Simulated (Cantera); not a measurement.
Premixed flame

A freely propagating, adiabatic, planar premixed flame of 28.2 % H2, 14.1 % O2, 57.7 % N2, unburnt at 400 K and 0.133 bar; mixture-averaged transport, grid criteria slope 0.08 and curve 0.16, no radiation.

Model: the H2/O2 subset of GRI-Mech 3.0, which has no nitrogen chemistry, integrated in Cantera. Burning velocities carry a grid error of a few per cent, more on coarse grids.

```tsv
z (mm)	T (K)	u (m/s)	x H2	x O2	x OH	x H2O	x HO2	x O
-17.8	400	2.82	0.282	0.141	<1e-8	<1e-8	<1e-8	<1e-8
-11.9	400	2.82	0.282	0.141	<1e-8	<1e-8	<1e-8	<1e-8
-8.92	400	2.82	0.282	0.141	<1e-8	<1e-8	<1e-8	<1e-8
-5.95	400	2.82	0.282	0.141	<1e-8	<1e-8	<1e-8	<1e-8
-2.97	402	2.83	0.281	0.141	3.68e-6	5.23e-5	3.60e-5	5.84e-7
-1.49	576	3.98	0.255	0.138	0.000555	0.0128	6.01e-5	8.78e-5
0	1032	6.88	0.138	0.0978	0.00202	0.102	1.71e-5	0.00490
1.49	1325	8.74	0.0487	0.0397	0.00632	0.205	5.98e-6	0.0116
2.97	1448	9.48	0.0414	0.0312	0.00847	0.221	4.07e-6	0.0120
5.95	1583	10.3	0.0423	0.0279	0.0107	0.228	3.05e-6	0.0112
11.9	1730	11.1	0.0421	0.0245	0.0127	0.238	2.25e-6	0.00964
23.8	1878	11.9	0.0397	0.0208	0.0140	0.249	1.62e-6	0.00756
47.6	2017	12.7	0.0355	0.0172	0.0141	0.262	1.16e-6	0.00538
```
x: mole fraction of selected species; z is measured from the peak of heat release.

| Quantity | Value |
|---|---|
| laminar burning velocity | 282 cm/s |
| thermal thickness | 5.95 mm |
| peak x(OH) | 0.0142 |
| peak x(HO2) | 0.000103 |
| peak x(O) | 0.0121 |
| grid points | 138 |
